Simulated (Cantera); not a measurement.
A closed system holds: 1 mol Si₃N₄, 0.0056 mol H₂O, 2.6 mol N₂, held at 32.0 Pa.

Method: chemical equilibrium by Gibbs-energy minimisation in Cantera with the NASA 1993 tables (ideal gas, pure condensed phases). Candidate condensed phases: H₂O, Si, SiO₂, Si₂N₂O, Si₃N₄; 35 gas species. The tables' values for SiN are old estimates; treat these amounts as uncertain. Kinetics and transport are ignored.

At 1452 °C, list the 6 most abundant gas species with their mole fractions, and the condensed phases.

N₂ 0.994, Si 0.00317, SiO 0.00121, H₂ 0.00104, H 0.000335, Si₂N 5.53e-5. Condensed: Si(l).
